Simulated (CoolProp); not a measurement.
Model: reference Helmholtz-energy equation of state, Smukala 2000, in CoolProp.

Problem. For ethylene, give the phase and the cp (kJ/(kg K)), cv (kJ/(kg K)), expansivity (1/kK) at 298.1 K and 22.9 MPa; 298.1 K and 36.7 MPa; 298.1 K and 50.4 MPa.

Solution. 
- 298.1 K and 22.9 MPa: supercritical; cp 2.73, cv 1.45, expansivity 3.88
- 298.1 K and 36.7 MPa: supercritical; cp 2.49, cv 1.46, expansivity 2.68
- 298.1 K and 50.4 MPa: supercritical; cp 2.39, cv 1.48, expansivity 2.15
